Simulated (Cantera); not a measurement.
Cantera with NASA thermochemical tables; ideal gases at 1 bar, condensed phases pure. Values are per mole of reaction as written; species without (g) are pure solids or liquids, kept so even where they would boil at 1 bar.

V₂O₃ + H₂O(g) = 2 H(g) + 2 VO₂(g), with ΔH° = 1431.3 kJ and ΔS° = 472.9 J/K at 300 K.

Task: How far is the shortcut ΔG° ≈ ΔH°(300 K) − T·ΔS°(300 K) from the full temperature-dependent value at 573, 773, 973, 1173, 1373, 1573, 1773, 1973, 2173, 2373, 2573 K?

Result: 
```json
[
 {"T (K)": "573", "shortcut (kJ)": "1160.3", "full (kJ)": "1161.7", "difference (kJ)": "-1.3", "difference in log10 K": "0.12", "condensed phases": "V₂O₃(s)"},
 {"T (K)": "773", "shortcut (kJ)": "1065.8", "full (kJ)": "1069.5", "difference (kJ)": "-3.8", "difference in log10 K": "0.25", "condensed phases": "V₂O₃(s)"},
 {"T (K)": "973", "shortcut (kJ)": "971.2", "full (kJ)": "978.5", "difference (kJ)": "-7.3", "difference in log10 K": "0.39", "condensed phases": "V₂O₃(s)"},
 {"T (K)": "1173", "shortcut (kJ)": "876.6", "full (kJ)": "888.5", "difference (kJ)": "-11.9", "difference in log10 K": "0.53", "condensed phases": "V₂O₃(s)"},
 {"T (K)": "1373", "shortcut (kJ)": "782.0", "full (kJ)": "799.5", "difference (kJ)": "-17.5", "difference in log10 K": "0.67", "condensed phases": "V₂O₃(s)"},
 {"T (K)": "1573", "shortcut (kJ)": "687.4", "full (kJ)": "711.8", "difference (kJ)": "-24.4", "difference in log10 K": "0.81", "condensed phases": "V₂O₃(s)"},
 {"T (K)": "1773", "shortcut (kJ)": "592.8", "full (kJ)": "625.3", "difference (kJ)": "-32.4", "difference in log10 K": "0.96", "condensed phases": "V₂O₃(s)"},
 {"T (K)": "1973", "shortcut (kJ)": "498.3", "full (kJ)": "540.0", "difference (kJ)": "-41.7", "difference in log10 K": "1.10", "condensed phases": "V₂O₃(s)"},
 {"T (K)": "2173", "shortcut (kJ)": "403.7", "full (kJ)": "456.0", "difference (kJ)": "-52.3", "difference in log10 K": "1.26", "condensed phases": "V₂O₃(s)"},
 {"T (K)": "2373", "shortcut (kJ)": "309.1", "full (kJ)": "374.9", "difference (kJ)": "-65.8", "difference in log10 K": "1.45", "condensed phases": "V₂O₃(l)"},
 {"T (K)": "2573", "shortcut (kJ)": "214.5", "full (kJ)": "303.3", "difference (kJ)": "-88.8", "difference in log10 K": "1.80", "condensed phases": "V₂O₃(l)"}
]
```
The shortcut ignores heat capacities and the phase changes listed.
